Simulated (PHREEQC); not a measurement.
Model water analysis in mg/kgw, 25 °C, pH 1.99: Na 2490; K 127; Ca 205; Mg 40.5; Cl 1570; S(6) as SO4 5610; Li 3.23.

Valence states are taken as typed.

Computed with PHREEQC (Pitzer model, pitzer.dat).

| Item | Result |
|---|---|
| ionic strength | 0.195 mol/kgw |
| specific conductance | 16600 µS/cm |
| density | 1.005 g/cm³ |
| osmotic coefficient | 0.848 |
| total alkalinity | -28.2 meq/kg |
| charge-balance error | -2.5 % |

```
species  molality  activity   log γ
-------  --------  --------  ------
Na+         0.108    0.0787  -0.139
SO4-2      0.0446    0.0103  -0.637
Cl-        0.0443    0.0318  -0.143
H+         0.0144    0.0102  -0.149
HSO4-      0.0138    0.0100  -0.137
Ca+2      0.00511   0.00100  -0.709
K+        0.00325   0.00230  -0.149
Mg+2      0.00167  0.000388  -0.632
Li+      0.000465  0.000347  -0.128
```

This is a speciation only: nothing precipitates in the calculation. Species that the database lacks are ignored.
